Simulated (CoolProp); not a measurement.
The numbers come from the reference Helmholtz-energy equation of state, Lemmon 2016 in CoolProp.

Give the vapour pressure (bar), liquid density (kg/m³), liquid cp (kJ/(kg K)), surface tension (mN/m) of saturated R365MFC at 325 K.


```
T (K)  p (bar)  liquid density (kg/m³)  liquid cp (kJ/(kg K))  surface tension (mN/m)
-----  -------  ----------------------  ---------------------  ----------------------
325       1.51                    1200                   1.43                    12.1
```

Surface tension comes from a separate correlation (Mulero 2012).
